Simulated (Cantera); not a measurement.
Feed: 1 mol Si, 20 mol HBr, 6.3 mol H2, at 1.00 Torr.

These are equilibrium values from Cantera (NASA tables, ideal gas, pure condensed phases), not measurements of a reactor. Candidate condensed phases: Br2, Si; 19 gas species. Rates play no part. All values below are at 773 K.

Base state: HBr 0.632, H2 0.328, SiBr4 0.0395 (mole fractions); condensed: gas only.

**Question.** What changes in the equilibrium state with this change: HBr from 20 to 1.6 mol?

**Answer.** 
```
species      before    after
----------  -------  -------
H2            0.328    0.939
SiBr4        0.0395   0.0495
HBr           0.632  0.00981
SiH2Br2       <1e-9  2.49e-5
SiBr2       3.46e-9  5.16e-5
Si(s), mol        0    0.615
```
The tables' values for SiBr3 are old estimates; treat these amounts as uncertain.
